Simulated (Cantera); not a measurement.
Mixture: CO : H2 : CH4 : O2 : N2 = 1 : 0.46 : 0.36 : 2.74 : 10.3 (molar parts), equivalence ratio 0.53, at 7500 Torr, adiabatic and at constant pressure. Ignition delay is the time to a rise of 400 K.

Computed with Cantera and GRI-Mech 3.0 (53 species, 325 reactions).

```json
[
 {"quantity": "delay at 1023 K", "before": "5.00 ms", "after": "2.50 ms"},
 {"quantity": "delay at 1123 K", "before": "0.565 ms", "after": "0.689 ms"},
 {"quantity": "delay at 1223 K", "before": "0.119 ms", "after": "0.279 ms"},
 {"quantity": "delay at 1323 K", "before": "41.0 µs", "after": "0.146 ms"},
 {"quantity": "delay at 1423 K", "before": "18.5 µs", "after": "92.9 µs"},
 {"quantity": "apparent activation energy between 1373 and 1473 K", "before": "120 kJ/mol", "after": "64 kJ/mol"}
]
```

Question: Which change was made?
A) CH4 0.36 to 0.74 parts
B) H2 0.46 to 1.3 parts
C) pressure from 7500 Torr to 750 Torr
D) H2 0.46 to 0.98 parts

Answer: C, pressure from 7500 Torr to 750 Torr
